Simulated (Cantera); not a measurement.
Feed: 1 mol Fe3O4, 18 mol H2, held at 20.0 Pa.

Equilibrium computed with Cantera from the NASA thermochemical tables; the gas is ideal and each condensed phase is pure. Candidate condensed phases: Fe, FeO, Fe(OH)2, Fe(OH)3, Fe2O3, Fe3O4, H2O; 12 gas species. Kinetics and transport are ignored.

### Question
At 1648 K, list the 5 most abundant gas species with their mole fractions, and the condensed phases.

### Answer
H2 0.763, H2O 0.219, Fe 0.0130, H 0.00550, OH 7.08e-5. Condensed: Fe(γ).
